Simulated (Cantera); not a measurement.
Feed: 1 mol Si2H6, 0.17 mol Cl2, 490 mol H2, held at 1298 K and 21000 Pa.

Method: chemical equilibrium by Gibbs-energy minimisation in Cantera with the NASA 1993 tables (ideal gas, pure condensed phases). Candidate condensed phases: Si; 19 gas species. The feed counts by its element totals alone. Kinetics and transport are ignored.

Base state: H2 0.999, HCl 0.000687 (mole fractions); condensed: Si(s).

Q: What changes in the equilibrium state with this change: Si2H6 replaced by SiH2Cl2?

A: 
```csv
species,before,after
H2,0.999,0.995
HCl,0.000687,0.00462
SiCl2,1.26e-6,5.71e-5
"Si(s), mol",2.00,0.968
```
